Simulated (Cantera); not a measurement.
Input (Python, Cantera):

```python
import numpy as np
import cantera as ct

gas = ct.Solution("gri30.yaml")
gas.TPX = 1800, 13332, {'CH4': 1, 'H2': 11}
reactor = ct.IdealGasConstPressureReactor(gas, energy="off", clone=False)
net = ct.ReactorNet([reactor])
net.rtol, net.atol = 1e-08, 1e-18
show = ['CH4', 'H2', 'H', 'C2H', 'CH3', 'C2H2', 'CH2']
times = np.geomspace(5e-05, 1, 10)

steps = ct.SolutionArray(gas, extra=["t"])
rows = []
print(f"{'t/s':>10s}{'T/K':>9s}{'P/Pa':>11s}" + "".join(f"{s:>11s}" for s in show))
for t in times:
    while net.time < t:
        t_next = net.step()
        steps.append(gas.state, t=t_next)
    rows.append([np.interp(t, steps.t, y) for y in (steps.T, steps.P, *steps(*show).X.T)])
    print(f"{t:10.3e}{rows[-1][0]:9.1f}{rows[-1][1]:11.4g}" + "".join(f"{x:11.3e}" for x in rows[-1][2:]))
rate = np.gradient(steps.T, steps.t)
print("integrator steps:", len(steps.t))
if steps.T.max() > steps.T[0] + 200:
    print(f"time of steepest temperature rise: {steps.t[rate.argmax()]:.4e} s")
gas.TPX = 1800, 13332, {'CH4': 1, 'H2': 11}
gas.equilibrate("TP")
print(f"equilibrium (TP): T = {gas.T:.1f} K  " + "  ".join(f"{s} {gas[s].X[0]:.3e}" for s in show))
```

Result:

```
       t/s      T/K       P/Pa        CH4         H2          H        C2H        CH3       C2H2        CH2
 5.000e-05   1800.0  1.333e+04  8.327e-02  9.166e-01  3.301e-05  3.806e-17  5.928e-05  1.208e-10  2.057e-09
 1.503e-04   1800.0  1.333e+04  8.314e-02  9.166e-01  9.798e-05  1.368e-14  1.778e-04  1.465e-08  1.973e-08
 4.516e-04   1800.0  1.333e+04  8.273e-02  9.164e-01  2.841e-04  5.638e-12  5.143e-04  2.080e-06  1.611e-07
 1.357e-03   1800.0  1.333e+04  8.103e-02  9.166e-01  6.540e-04  1.273e-09  1.158e-03  2.040e-04  7.582e-07
 4.079e-03   1800.0  1.333e+04  7.481e-02  9.198e-01  7.919e-04  2.120e-08  1.290e-03  2.815e-03  9.968e-07
 1.226e-02   1800.0  1.333e+04  6.021e-02  9.277e-01  8.169e-04  7.547e-08  1.063e-03  9.800e-03  8.648e-07
 3.684e-02   1800.0  1.333e+04  3.728e-02  9.403e-01  8.628e-04  1.663e-07  6.872e-04  2.072e-02  6.165e-07
 1.107e-01   1800.0  1.333e+04  1.672e-02  9.515e-01  9.162e-04  2.565e-07  3.239e-04  3.046e-02  3.263e-07
 3.327e-01   1800.0  1.333e+04  6.120e-03  9.572e-01  9.508e-04  3.080e-07  1.224e-04  3.545e-02  1.331e-07
 1.000e+00   1800.0  1.333e+04  2.326e-03  9.593e-01  9.644e-04  3.274e-07  4.710e-05  3.724e-02  5.290e-08
integrator steps: 819
equilibrium (TP): T = 1800.0 K  CH4 1.404e-03  H2 9.598e-01  H 9.676e-04  C2H 3.322e-07  CH3 2.851e-05  C2H2 3.767e-02  CH2 3.235e-08
```

Model: GRI-Mech 3.0 (53 species, 325 reactions), integrated in Cantera. GRI-Mech 3.0 stops at C3 and has no aromatics, soot or wall deposition, so with more carbon than oxygen in the feed, carbon stays in small species such as C2H2 where larger ones or solid carbon would form.
